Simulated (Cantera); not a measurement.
A closed system holds: 1 mol PbO, 0.012 mol O2, 90 mol N2, at 1.20 mbar.

Cantera equilibrium calculation (NASA polynomials, part measured and part estimated; ideal gas, pure solids and liquids). Candidate condensed phases: Pb, PbO, PbO2, Pb3O4; 12 gas species. Rates play no part.

**Question.** Which condensed phases are stable at each of these points (T (K)): 873, 973, 1073, 1173, 1273, 1373, 1473, 1573?

**Answer.** 
| T (K) | condensed phases | Pb condensed (%) |
|---|---|---|
| 873 | PbO(yellow) | 100.0 |
| 973 | PbO(yellow) | 99.0 |
| 1073 | PbO(yellow) | 74.9 |
| 1173 | gas only | 0.0 |
| 1273 | gas only | 0.0 |
| 1373 | gas only | 0.0 |
| 1473 | gas only | 0.0 |
| 1573 | gas only | 0.0 |

From 873 K to 1073 K the condensed part is PbO(yellow). From 1173 K to 1573 K nothing is condensed.
